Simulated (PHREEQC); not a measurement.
Synthetic water in mg/L, 64 °C, pH 6.99, pe -1.4:

| constituent | mg/L |
|---|---|
| Na | 2020 |
| K | 570 |
| Ca | 460 |
| Mg | 476 |
| Cl | 3620 |
| S(6) as SO4 | 2840 |
| Alkalinity as HCO3 | 29 |
| Si as SiO2 | 90.1 |
| B | 1.46 |
| N(-3) as NH4 | 7.13 |
| Li | 1.8 |

Valence states are taken as typed.

Equilibrium calculation in PHREEQC: ion-association model, phreeqc.dat.

| quantity | before | after |
|---|---|---|
| ionic strength (mol/kgw) | 0.175 | 0.175 |
| HCO3- (mol/kgw) | 0.000387 | 0.000350 |
| CO2 (mol/kgw) | 5.58e-5 | 2.53e-5 |
| MgHCO3+ (mol/kgw) | 2.31e-5 | 2.09e-5 |
| NH4SO4- (mol/kgw) | 1.89e-5 | 1.82e-5 |
| CaHCO3+ (mol/kgw) | 1.80e-5 | 1.64e-5 |
| SI of Gypsum (CaSO4:2H2O) | -0.26 | -0.26 |
| SI of Chalcedony (SiO2) | +0.35 | +0.35 |

Task: What was changed between the two runs?
(A) Si from 90.1 to 45 mg/L
(B) pH from 6.99 to 7.29 at the same alkalinity
(C) pH from 6.99 to 7.49 at the same alkalinity

Result: B, pH from 6.99 to 7.29 at the same alkalinity

Precipitation was switched off in this run. Some of these states are supersaturated (in Quartz (slow to form), Chalcedony (slow to form), for instance). Away from 25 °C the constants follow the database's enthalpies or fits; those with neither stay at their 25 °C values.
